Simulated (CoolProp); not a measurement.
Propylene at 311.18 K and 5.87 MPa flows at 0.78 m/s in a round tube of 1 mm bore and 45 µm roughness, fully developed (64/Re and Nu = 3.66 if laminar; Colebrook and Gnielinski if turbulent). Each further row changes one setting.

The numbers come from the reference Helmholtz-energy equation of state, Lemmon 2013 in CoolProp.

| case | Reynolds number | Darcy friction factor | pressure drop (Pa/m) | heat-transfer coefficient (W/(m² K)) | mass flow (kg/h) |
|---|---|---|---|---|---|
| as stated | 4250 | (withheld) | 11200 | 3930 | 1.10 |
| velocity 1.56 m/s | 8490 | 0.0710 | 43100 | 8810 | (withheld) |
| diameter 2 mm | 8490 | 0.0549 | 4170 | 3610 | (withheld) |

Some entries are withheld; supply them.


- as stated, Darcy friction factor: 0.0736
- velocity 1.56 m/s, mass flow (kg/h): 2.20
- diameter 2 mm, mass flow (kg/h): 4.41

Viscosity comes from a separate model (Huber 2003), an estimate that may be off by 10 % or more. Thermal conductivity comes from a separate model (Huber 2003), an estimate that may be off by 10 % or more.
